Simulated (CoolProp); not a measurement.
A closed Brayton cycle with nitrogen: compressor inlet 327.15 K and 6.5 MPa, high pressure 13.2 MPa, turbine inlet 740 K, compressor efficiency 0.8, turbine efficiency 0.9, recuperator effectiveness 0.8 (on enthalpy, no pinch check). Each further row changes one setting.

Model: reference Helmholtz-energy equation of state, Span 2000, in CoolProp.

```json
[
 {"case": "as stated", "thermal efficiency (%)": "19.0", "net work (kJ/kg)": "34.3", "compressor to turbine work": "0.74", "compressor exit (K)": "419.7", "turbine exit (K)": "623.0"},
 {"case": "turbine inlet 690 K", "thermal efficiency (%)": "…", "net work (kJ/kg)": "25.3", "compressor to turbine work": "0.80", "compressor exit (K)": "419.7", "turbine exit (K)": "579.7"},
 {"case": "compressor inlet 337.15 K", "thermal efficiency (%)": "…", "net work (kJ/kg)": "…", "compressor to turbine work": "0.77", "compressor exit (K)": "432.5", "turbine exit (K)": "623.0"},
 {"case": "high pressure 11.2 MPa", "thermal efficiency (%)": "18.8", "net work (kJ/kg)": "30.4", "compressor to turbine work": "0.71", "compressor exit (K)": "…", "turbine exit (K)": "648.4"},
 {"case": "recuperator effectiveness 0.5", "thermal efficiency (%)": "13.9", "net work (kJ/kg)": "34.3", "compressor to turbine work": "0.74", "compressor exit (K)": "419.7", "turbine exit (K)": "623.0"}
]
```

**Question.** Fill in the missing entries.

**Answer.** 
- turbine inlet 690 K, thermal efficiency (%): 15.6
- compressor inlet 337.15 K, thermal efficiency (%): 17.5
- compressor inlet 337.15 K, net work (kJ/kg): 31.1
- high pressure 11.2 MPa, compressor exit (K): 396.5
